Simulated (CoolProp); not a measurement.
Vapour-liquid equilibrium of ethanol (1) + o-xylene (2) at 59.15 °C; x and y are mole fractions of (1).

The numbers come from the multi-fluid Helmholtz-energy mixture model, Schroeder 2014 and Zhou 2012; pair parameters Bell 2016 in CoolProp.

```
x     bubble pressure, mixture model (bar)  bubble pressure, Raoult's law (bar)  y, mixture model  y, Raoult's law
----  ------------------------------------  -----------------------------------  ----------------  ---------------
0.05                                0.1781                              0.07235             0.716            0.311
0.15                                0.3115                               0.1121             0.847            0.602
0.25                                0.3639                               0.1518             0.874            0.741
0.35                                0.3824                               0.1916             0.883            0.822
0.45                                0.3888                               0.2313             0.886            0.875
0.55                                0.3930                               0.2710             0.889            0.913
0.65                                0.3996                               0.3108             0.894            0.941
0.75                                0.4104                               0.3505             0.906            0.963
0.85                                0.4251                               0.3903             0.930            0.980
0.95                                0.4419                               0.4300             0.970            0.994
```

The largest gap from Raoult's law is +177.9 % in bubble pressure, at x = 0.15. No azeotrope shows between x = 0.05 and 0.95.

The pair parameters rest on a limited set of measurements; away from them the model extrapolates. With so large a gap from Raoult's law the liquid may split in two, which this calculation doesn't test in full.
